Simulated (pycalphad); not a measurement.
CALPHAD calculation (pycalphad, COST 507 light-alloy database (1999)), 1 atm. These are 1990s assessments: newer ones move some temperatures and phases. Amounts are mole fractions of atoms. Diffusion is slow at the low end, where real alloys seldom reach equilibrium.

Question: Give the equilibrium state of Ti-4.317B (wt.%) at 625 K.

Answer: 
```
T = 625.00 K, P = 101325 Pa, N = 1 mol of atoms
G = -47303 J/mol, H = -19246 J/mol, S = 44.89 J/(mol K)  (SER reference)
chemical potentials (J/mol): Ti -22815, B -169889
phase             fraction      x(Ti)       x(B)
HCP_A3              0.6673     0.9998   0.000206
BM                  0.3327     0.5000     0.5000
```

Question: Give the equilibrium state of Ti-4.317B (wt.%) at 1825 K.

Answer: liquid, fraction 0.781, with 1.7 B wt.%; BM, fraction 0.219, with 18.4 B wt.%.

Database names, with the compositions (at.%) that they take in these runs: BM: Ti 50 B 50. HCP_A3 is hcp.
